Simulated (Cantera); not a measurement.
An isothermal, constant-pressure homogeneous reactor starts with H2 : O2 : N2 = 1.6 : 1 : 18 (molar parts), at 975 K and 750 Torr. Integrator tolerance rtol = 1e-08.

Detailed kinetics in Cantera: the H2/O2 subset of GRI-Mech 3.0, which has no nitrogen chemistry. The temperature is held fixed by assumption; the heat of reaction is taken as removed at once.

Question: What does this change do: temperature 975 to 850 K?

Answer: 
| quantity | before | after |
|---|---|---|
| x(H2) at 3.00 s | 4.75e-5 (gas-phase equilibrium 3.29e-11) | 0.0772 (gas-phase equilibrium <1e-12) |
| x(O2) at 3.00 s | 0.0101 (gas-phase equilibrium 0.0101) | 0.0483 (gas-phase equilibrium 0.0101) |
| x(H) at 3.00 s | 1.37e-9 (gas-phase equilibrium <1e-12) | 8.05e-9 (gas-phase equilibrium <1e-12) |
| x(OH) at 3.00 s | 4.18e-8 (gas-phase equilibrium 2.94e-8) | 6.19e-10 (gas-phase equilibrium 1.55e-9) |
| x(HO2) at 3.00 s | 6.34e-7 (gas-phase equilibrium 5.70e-11) | 4.59e-6 (gas-phase equilibrium 5.12e-12) |
| x(H2O) at 3.00 s | 0.0808 (gas-phase equilibrium 0.0808) | 0.000370 (gas-phase equilibrium 0.0808) |
Below about 950 K walls govern HO2 and H2O2 in real vessels.
